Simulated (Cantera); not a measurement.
A perfectly stirred reactor is fed with N2O = 1 (molar parts), at 0.0133 bar; it is held at 1275 K, and followed from long to short residence time.

Cantera simulation using GRI-Mech 3.0 (53 species, 325 reactions); the numbers are that mechanism's predictions, not measurements. GRI-Mech 3.0 was tuned for natural gas; its chemistry of N2O as a main component is partial and can be far from experiment. Radical loss at walls, strong at low pressure, is not modelled. The mechanism lacks the step 2 NO + O2 → 2 NO2, which can matter for NO2 below about 1400 K. The temperature is held fixed by assumption; the heat of reaction is taken as removed at once.

What does this change do: temperature 1275 to 1050 K?


| quantity | before | after |
|---|---|---|
| x(N2O) at τ = 1.30 s | 0.942 | 0.999 |
| x(NO) at τ = 1.30 s | 0.00526 | 2.17e-5 |
| x(O) at τ = 1.30 s | 5.47e-6 | 1.24e-7 |
| x(N2) at τ = 1.30 s | 0.0357 | 0.000399 |
| x(NO2) at τ = 1.30 s | 5.75e-7 | 4.31e-10 |
| x(N2O) at τ = 30.0 ms | 0.999 | 1.000 |
| x(NO) at τ = 30.0 ms | 0.000127 | 4.89e-7 |
| x(O) at τ = 30.0 ms | 5.41e-6 | 1.21e-7 |
| x(N2) at τ = 30.0 ms | 0.000869 | 9.11e-6 |
| x(NO2) at τ = 30.0 ms | 1.33e-9 | <1e-12 |

What does this change do: temperature 1275 to 1300 K?


```tsv
quantity	before	after
x(N2O) at τ = 1.30 s	0.942	0.916
x(NO) at τ = 1.30 s	0.00526	0.00834
x(O) at τ = 1.30 s	5.47e-6	7.64e-6
x(N2) at τ = 1.30 s	0.0357	0.0520
x(NO2) at τ = 1.30 s	5.75e-7	9.55e-7
x(N2O) at τ = 30.0 ms	0.999	0.998
x(NO) at τ = 30.0 ms	0.000127	0.000208
x(O) at τ = 30.0 ms	5.41e-6	7.56e-6
x(N2) at τ = 30.0 ms	0.000869	0.00130
x(NO2) at τ = 30.0 ms	1.33e-9	2.76e-9
```
